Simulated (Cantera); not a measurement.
Input: 1 mol CH2F2, 0.027 mol HCl, a varied amount of H2, at 2948.15 K and 0.0100 bar.

Cantera equilibrium calculation (NASA polynomials, part measured and part estimated; ideal gas, pure solids and liquids). Candidate condensed phases: C, C6H6, C7H8, C8H18; 118 gas species. Rates play no part.

Question: Which condensed phases are stable at each of these points (n(H2) (mol)): 1.4, 3.1, 4.8, 6.5, 8.3, 10, 12, 13?

Answer: 
```tsv
n(H2) (mol)	condensed phases	C condensed (%)
1.4	C(graphite)	63.3
3.1	C(graphite)	35.7
4.8	C(graphite)	7.8
6.5	gas only	0.0
8.3	gas only	0.0
10	gas only	0.0
12	gas only	0.0
13	gas only	0.0
```

From 1.4 mol H2 to 4.8 mol H2 the condensed part is C(graphite). From 6.5 mol H2 to 13 mol H2 nothing is condensed.
